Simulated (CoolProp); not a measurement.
n-perfluorohexane along the isotherm 176.85 °C: fugacity coefficient from the reference equation and from simpler models built on Tc = 174.9 °C, pc = 1.742 MPa, ω = 0.497; each cubic takes its own stable root.

Computed with CoolProp (reference Helmholtz-energy equation of state, Gao 2022).

```tsv
p (MPa)	phase	reference	van der Waals	Redlich-Kwong	Soave-Redlich-Kwong	Peng-Robinson
0.187	gas	0.9632	0.9685	0.9641	0.9643	0.9603
0.373	gas	[?]	0.9374	0.9289	0.9292	0.9217
0.56	gas	0.8907	0.9061	[?]	0.8943	0.8835
0.746	gas	0.8550	0.8751	0.8593	0.8599	0.8463
0.933	gas	0.8191	0.8437	0.8248	0.8255	0.8094
1.12	gas	0.7832	0.8121	0.7904	0.7913	0.7729
1.31	gas	0.7465	0.7795	0.7553	0.7563	0.7360
1.49	gas	0.7110	0.7477	0.7215	0.7228	0.7010
1.68	gas	0.6720	0.7122	0.6844	0.6860	0.6631
1.87	supercritical	[?]	0.6682	0.6402	0.6431	0.6199
2.05	supercritical	0.5821	0.6270	0.5984	0.6014	0.5785
2.24	supercritical	0.5424	0.5900	0.5607	0.5637	0.5410
2.43	supercritical	0.5088	0.5585	0.5285	0.5315	0.5090
2.61	supercritical	0.4813	0.5329	0.5022	0.5051	0.4828
```

**Question.** Some entries are withheld; supply them.

**Answer.** 
- 0.373, reference: 0.9269
- 0.56, Redlich-Kwong: 0.8938
- 1.87, reference: 0.6264
